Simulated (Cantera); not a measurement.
Feed: 1 mol SiH2Cl2, 0.0074 mol C2H2, a varied amount of H2, held at 1950 °C and 9400 Pa.

These are equilibrium values from Cantera (NASA tables, ideal gas, pure condensed phases), not measurements of a reactor. Candidate condensed phases: C, C6H6, C7H8, C8H18, Si, SiC; 109 gas species. Mutual solubility and eutectic melting of coexisting phases are not modelled. Gases not in the tables: Si2H6 and higher silanes. The numbers say what is thermodynamically allowed, not how fast it happens.

Q: Which condensed phases are stable at each of these points (n(H2) (mol)): 8.9, 14, 21, 32, 50, 76, 120?

A: 
| n(H2) (mol) | condensed phases | Si condensed (%) |
|---|---|---|
| 8.9 | Si(l) + SiC(s) | 56.5 |
| 14 | Si(l) + SiC(s) | 59.9 |
| 21 | Si(l) + SiC(s) | 60.7 |
| 32 | Si(l) + SiC(s) | 58.3 |
| 50 | Si(l) | 51.4 |
| 76 | Si(l) | 38.4 |
| 120 | Si(l) | 13.8 |

From 8.9 mol H2 to 32 mol H2 the condensed part is Si(l) + SiC(s). From 50 mol H2 to 120 mol H2 the condensed part is Si(l).
